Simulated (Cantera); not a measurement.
A closed system holds: 1 mol BCl₃, 42 mol H₂, 1.1 mol H₂O, at 1250 °C and 16.0 Pa.

These are equilibrium values from Cantera (NASA tables, ideal gas, pure condensed phases), not measurements of a reactor. Candidate condensed phases: B, B₂O₃, B₃O₃H₃, H₂O; 33 gas species. The tables' values for BOCl, BCl are old estimates; treat these amounts as uncertain. Rates play no part.

Base state: H₂ 0.913, HCl 0.0650, HBO 0.0139, H 0.00175, B₂O₂ 0.00149, BOCl 0.00130, HBO₂ 0.00112, B₂O₃ 0.00107 (mole fractions); condensed: gas only.

### Question
What changes in the equilibrium state with this change: temperature from 1250 °C to 1302 °C?

### Answer
| species | before | after |
|---|---|---|
| H₂ | 0.913 | 0.912 |
| HCl | 0.0650 | 0.0649 |
| HBO | 0.0139 | 0.0140 |
| H | 0.00175 | 0.00314 |
| BO | 0.000672 | 0.00113 |
| Cl | 9.99e-5 | 0.000177 |
| H₂O | 4.63e-5 | 6.66e-5 |
| B₂O₂ | 0.00149 | 0.00131 |
| BCl | 2.18e-5 | 2.46e-5 |
